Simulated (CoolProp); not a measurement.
A single-stage vapour-compression cycle with n-perfluorobutane: evaporating at 313.15 K (dew point), condensing at 348.15 K (bubble point), superheat 0 K, subcooling 5 K, compressor efficiency 0.75, no pressure losses. Each further row changes one setting.

Model: reference Helmholtz-energy equation of state, Gao 2022, in CoolProp.

| case | cooling COP | pressure ratio | discharge temperature (K) | refrigerating effect (kJ/kg) | volumetric capacity (kJ/m³) |
|---|---|---|---|---|---|
| as stated | 4.65 | 2.45 | 348.1 | 45.8 | 2040 |
| evaporating temperature 318.15 K | 5.89 | (withheld) | 348.1 | 49.5 | (withheld) |
| condensing temperature 343.15 K | 5.93 | 2.18 | 343.1 | 52.0 | 2320 |
| subcooling 10 K | (withheld) | 2.45 | 348.1 | (withheld) | 2320 |
| superheat 10 K | 5.00 | 2.45 | 348.1 | 55.1 | 2340 |
| compressor efficiency 0.65 | 4.03 | 2.45 | 348.1 | 45.8 | 2040 |

### Question
Fill in the missing entries.

### Answer

- evaporating temperature 318.15 K, pressure ratio: 2.13
- evaporating temperature 318.15 K, volumetric capacity (kJ/m³): 2550
- subcooling 10 K, cooling COP: 5.29
- subcooling 10 K, refrigerating effect (kJ/kg): 52.1

The compression ends wet for: as stated; evaporating temperature 318.15 K; condensing temperature 343.15 K; subcooling 10 K; superheat 10 K; compressor efficiency 0.65.
